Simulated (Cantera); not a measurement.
What does this Cantera script print?

```python
import numpy as np
import cantera as ct

gas_names = """
    Cu CuO Cu2 H HO2 H2 H2O H2O2 O OH O2 O3
""".split()
cond_names = """
    Cu(cr) Cu(L) CuO(s) CuO2H2(s) Cu2O(s) Cu2O(L) H2O(s) H2O(L)
""".split()


# ... load() reads the species with a 1 bar reference pressure and builds the phases ...
atoms = {
    'Cu2O': {'Cu': 2, 'O': 1},
    'H2': {'H': 2},
    'H2O': {'H': 2, 'O': 1},
}
top_T = {'CuO(s)': 1390}  # K; cautious upper limits of use, not melting points


# ... equilibrate(T, P, feed) seeds the gas with the atoms and calls Mixture.equilibrate('TP', solver="vcs", rtol=1e-11, max_steps=5000) ...
results = []
feed = {'Cu2O': 1, 'H2': 82, 'H2O': 4.5}  # mol
T = 1200  # K
P = 1333.22  # Pa
mix = equilibrate(T, P, feed)
results.append((T, P, feed, dict(zip(mix.species_names, mix.species_moles))))
print(gas.report(threshold=1e-06))
for i in range(1, mix.n_phases):
    print(f"{mix.phase(i).name:16s} {mix.phase_moles(i):12.5e} mol")
```

Output:

```
       temperature   1200 K
          pressure   1333.2 Pa
           density   0.00040533 kg/m^3
  mean mol. weight   3.0333 kg/kmol
   phase of matter   gas

                          1 kg             1 kmol
                     ---------------   ---------------
          enthalpy        3.9324e+06        1.1928e+07  J
   internal energy        6.4314e+05        1.9509e+06  J
           entropy             70567        2.1405e+05  J/K
    Gibbs function       -8.0748e+07       -2.4493e+08  J
 heat capacity c_p             10519             31906  J/K
 heat capacity c_v            7777.6             23592  J/K

                      mass frac. Y      mole frac. X     chem. pot. / RT
                     ---------------   ---------------   ---------------
                 H        5.4959e-07        1.6539e-06            -11.18
                H2           0.62236           0.93641           -22.361
               H2O           0.37762          0.063584           -56.775
     [   +9 minor]          1.93e-05        9.2189e-07

Cu(cr)            1.99992e+00 mol
CuO(s)            0.00000e+00 mol
CuO2H2(s)         0.00000e+00 mol
Cu2O(s)           0.00000e+00 mol
```

These are equilibrium values from Cantera (NASA tables, ideal gas, pure condensed phases), not measurements of a reactor.
